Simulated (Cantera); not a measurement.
A freely propagating, adiabatic, planar premixed flame of H₂ : O₂ : N₂ = 1 : 0.333 : 1.25 (molar parts), equivalence ratio 1.5, unburnt at 375 K and 101000 Pa; mixture-averaged transport, grid criteria slope 0.08 and curve 0.16, no radiation.

Model: the H2/O2 subset of GRI-Mech 3.0, which has no nitrogen chemistry, integrated in Cantera. Burning velocities carry a grid error of a few per cent, more on coarse grids.

Task: Predict: laminar burning velocity; thermal thickness; peak x(H₂O₂); peak x(H); peak x(OH); peak x(HO₂).

Result: 
```json
{
  "laminar_burning_velocity": "429 cm/s",
  "thermal_thickness": "0.358 mm",
  "peak x(H₂O₂)": "8.27e-5",
  "peak x(H)": "0.0767",
  "peak x(OH)": "0.00899",
  "peak x(HO₂)": "0.000467"
}
```
